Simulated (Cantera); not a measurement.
Feed: 1 mol Cr, 11 mol N2, 89 mol H2, at 2300 K and 9.50 bar.

Cantera equilibrium calculation (NASA polynomials, part measured and part estimated; ideal gas, pure solids and liquids). Candidate condensed phases: Cr, CrN, Cr2N; 11 gas species. The numbers say what is thermodynamically allowed, not how fast it happens.

Base state: H2 0.885, N2 0.110, H 0.00295, Cr 0.00201, NH3 3.41e-5 (mole fractions); condensed: Cr(l).

Task: What changes in the equilibrium state with this change: pressure from 9.50 bar to 98.0 Pa?

Result: 
```tsv
species	before	after
H2	0.885	0.647
H	0.00295	0.249
N2	0.110	0.0954
Cr	0.00201	0.00867
NH3	3.41e-5	2.05e-9
Cr(l), mol	0.798	0
```

Task: What changes in the equilibrium state with this change: Cr replaced by V?

Result: 
```json
[
 {"species": "H2", "before": "0.885", "after": "0.892"},
 {"species": "N2", "before": "0.110", "after": "0.105"},
 {"species": "H", "before": "0.00295", "after": "0.00296"},
 {"species": "Cr", "before": "0.00201", "after": "0"},
 {"species": "NH3", "before": "3.41e-5", "after": "3.38e-5"},
 {"species": "Cr(l), mol", "before": "0.798", "after": "0"},
 {"species": "VN(s), mol", "before": "0", "after": "1.000"}
]
```
VN: taken at fixed stoichiometry. Condensed phases not in the tables: V2N. Further candidate phases: V, VN.
